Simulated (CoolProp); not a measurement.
Values from CoolProp's reference Helmholtz-energy equation of state, Gao 2016.

Question: For sulfur dioxide, give the phase and the Z, cp (kJ/(kg K)), cv (kJ/(kg K)), Joule-Thomson coefficient (K/MPa) at 472.3 K and 49.7 bar; 516.2 K and 49.7 bar.

Answer: 
- 472.3 K and 49.7 bar: gas; Z 0.825, cp 0.973, cv 0.653, Joule-Thomson coefficient 9.66
- 516.2 K and 49.7 bar: gas; Z 0.880, cp 0.890, cv 0.643, Joule-Thomson coefficient 7.64
